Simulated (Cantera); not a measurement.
## Ammonia decomposition in nitride growth gas

An isothermal, constant-pressure homogeneous reactor starts with NH3 : H2 : N2 = 1 : 13 : 0.095 (molar parts), at 1700 K and 0.0132 atm.

Cantera simulation using the gas-phase N/H chemistry of the illustrative SiF4/NH3 mechanism in the Surface Chemkin manual (1991); the numbers are that mechanism's predictions, not measurements. Walls and surfaces, which speed up NH3 decomposition in real reactors, are not modelled.

```tsv
t (s)	x NH3	x H2	x NH	x N2H4	x N2H2	x NH2
0.000300	0.0709	0.922	<1e-12	<1e-12	<1e-12	2.41e-8
0.00133	0.0709	0.922	3.05e-12	<1e-12	<1e-12	9.98e-8
0.00591	0.0709	0.922	6.16e-11	<1e-12	2.54e-12	4.36e-7
0.0262	0.0709	0.922	1.21e-9	<1e-12	5.54e-11	1.93e-6
0.116	0.0709	0.922	2.38e-8	8.08e-12	1.27e-9	8.52e-6
0.516	0.0709	0.922	4.13e-7	1.40e-10	3.21e-8	3.56e-5
2.29	0.0694	0.923	9.74e-7	3.23e-10	8.77e-8	5.41e-5
10.2	0.0627	0.926	9.35e-7	2.80e-10	7.67e-8	5.04e-5
45.1	0.0410	0.938	7.88e-7	1.54e-10	4.40e-8	3.74e-5
200	0.00821	0.956	4.33e-7	1.67e-11	5.86e-9	1.24e-5
```
x: mole fraction; the columns are a selection and need not sum to one.

Equilibrium at this temperature and pressure: NH3 8.96e-8, H2 0.959, NH 2.30e-11, N2H4 <1e-12, N2H2 <1e-12, NH2 2.98e-10 (gas phase only).
